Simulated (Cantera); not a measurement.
A closed system holds: 1 mol CuF₂, 4.8 mol H₂, at 10.0 Torr.

Equilibrium computed with Cantera from the NASA thermochemical tables; the gas is ideal and each condensed phase is pure. Candidate condensed phases: Cu, CuF₂; 15 gas species. The numbers say what is thermodynamically allowed, not how fast it happens.

**Question.** Which condensed phases are stable at each of these points (T (K)): 773, 873, 973, 1073, 1173, 1273, 1373, 1473, 1573, 1673, 1773, 1873, 1973?

**Answer.** 
```json
[
 {"T (K)": "773", "condensed phases": "Cu(s)", "Cu condensed (%)": "100.0"},
 {"T (K)": "873", "condensed phases": "Cu(s)", "Cu condensed (%)": "100.0"},
 {"T (K)": "973", "condensed phases": "Cu(s)", "Cu condensed (%)": "100.0"},
 {"T (K)": "1073", "condensed phases": "Cu(s)", "Cu condensed (%)": "100.0"},
 {"T (K)": "1173", "condensed phases": "Cu(s)", "Cu condensed (%)": "100.0"},
 {"T (K)": "1273", "condensed phases": "Cu(s)", "Cu condensed (%)": "100.0"},
 {"T (K)": "1373", "condensed phases": "Cu(l)", "Cu condensed (%)": "100.0"},
 {"T (K)": "1473", "condensed phases": "Cu(l)", "Cu condensed (%)": "99.8"},
 {"T (K)": "1573", "condensed phases": "Cu(l)", "Cu condensed (%)": "98.8"},
 {"T (K)": "1673", "condensed phases": "Cu(l)", "Cu condensed (%)": "94.9"},
 {"T (K)": "1773", "condensed phases": "Cu(l)", "Cu condensed (%)": "81.7"},
 {"T (K)": "1873", "condensed phases": "Cu(l)", "Cu condensed (%)": "40.0"},
 {"T (K)": "1973", "condensed phases": "gas only", "Cu condensed (%)": "0.0"}
]
```

From 773 K to 1273 K the condensed part is Cu(s). From 1373 K to 1873 K the condensed part is Cu(l). At 1973 K nothing is condensed.
